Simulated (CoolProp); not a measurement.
The numbers come from the reference Helmholtz-energy equation of state, Schroeder 2014 in CoolProp.

Task: For ethanol, give the phase and the Joule-Thomson coefficient (K/MPa), isothermal compressibility (1/MPa), viscosity (µPa s), Prandtl number at 346.85 °C and 2.23 MPa; 346.85 °C and 9.4 MPa.

Result: 
- 346.85 °C and 2.23 MPa: gas; Joule-Thomson coefficient 4.36, isothermal compressibility 0.470, viscosity 18.5, Prandtl number 0.824
- 346.85 °C and 9.4 MPa: supercritical; Joule-Thomson coefficient 4.67, isothermal compressibility 0.142, viscosity 22.7, Prandtl number 1.01

Viscosity comes from a separate model (Kiselev 2005). Thermal conductivity comes from a separate model (Assael 2013).
